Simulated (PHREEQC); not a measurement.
Make-up at 25 °C: 0.0053 mol/kgw Pb(NO3)2 and 0.00062 mol/kgw NaCl. Closed to the air; pH follows from the charge balance.

Computed with PHREEQC (ion-association model, phreeqc.dat).

```csv
quantity,before,after
pH,5.08,6.01
ionic strength (mol/kgw),0.0155,0.000164
NO3- (mol/kgw),0.0102,0.000106
Pb+2 (mol/kgw),0.00479,5.19e-5
PbNO3+ (mol/kgw),0.000435,7.67e-8
PbOH+ (mol/kgw),7.80e-6,9.85e-7
SI of Pb(OH)2 (Pb(OH)2),-0.52,-0.45
```

Task: Which change was made?
A) diluted 100-fold with water
B) 0.0029 mol/kgw CO2 added
C) NaCl from 0.00062 to 0.0031 mol/kgw
D) Pb(NO3)2 from 0.0053 to 0.00477 mol/kgw
E) Pb(NO3)2 from 0.0053 to 0.053 mol/kgw

Result: A, diluted 100-fold with water

Precipitation was switched off in this run.
